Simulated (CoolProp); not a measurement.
Properties of the fluoroketone C6F12O (FK-5-1-12) along the isobar 2.79 MPa (Tc = 441.8 K, pc = 1.869 MPa, ω = 0.471).

Computed with CoolProp (reference Helmholtz-energy equation of state, McLinden 2015).

| T (K) | phase | Z | speed of sound (m/s) | expansivity (1/kK) | fugacity coefficient |
|---|---|---|---|---|---|
| 364.4 | liquid | 0.2072 | 338.1 | 2.567 | 0.1334 |
| 374.8 | liquid | 0.2071 | 310.2 | 2.794 | 0.1674 |
| 385.1 | liquid | 0.2077 | 282.7 | 3.076 | 0.2055 |
| 395.5 | liquid | 0.2092 | 254.9 | 3.445 | 0.2485 |
| 405.8 | liquid | 0.2118 | 227.3 | 3.940 | 0.2951 |
| 416.1 | liquid | 0.2158 | 199.2 | 4.647 | 0.3451 |
| 426.5 | liquid | 0.2222 | 169.9 | 5.758 | 0.3984 |
| 436.8 | liquid | 0.2323 | 139.4 | 7.689 | 0.4529 |
| 447.1 | supercritical | 0.2501 | 107.1 | 11.74 | 0.5076 |
| 457.5 | supercritical | 0.2891 | 74.81 | 22.18 | 0.5606 |
| 467.8 | supercritical | 0.3810 | 58.76 | 32.01 | 0.6067 |
| 478.1 | supercritical | 0.4878 | 63.56 | 19.98 | 0.6440 |
